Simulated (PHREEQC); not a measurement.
Consider water at 20 °C with 0.012 mol NH4F per kg of water. Closed to the air; pH follows from the charge balance.

Computed with PHREEQC (ion-association model, phreeqc.dat).

This is a speciation only: nothing precipitates in the calculation.

Problem. Estimate the pH, specific conductance.

Solution. pH 6.29; specific conductance 1280 µS/cm.
